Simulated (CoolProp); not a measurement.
Vapour-liquid equilibrium of R22 (1) + R11 (2) at 285.5 K; x and y are mole fractions of (1).

The numbers come from the multi-fluid Helmholtz-energy mixture model, Kamei 1995 and Jacobsen 1992; pair parameters Bell 2016 in CoolProp.

Question: Give the bubble pressure and the first vapour's composition at x = 0.05, 0.35, 0.95. Is there an azeotrope?

Answer: x = 0.05: 0.1177 MPa, y = 0.452; x = 0.35: 0.3481 MPa, y = 0.852; x = 0.95: 0.6964 MPa, y = 0.990. No azeotrope shows between x = 0.05 and 0.95.

The pair parameters rest on a limited set of measurements; away from them the model extrapolates.
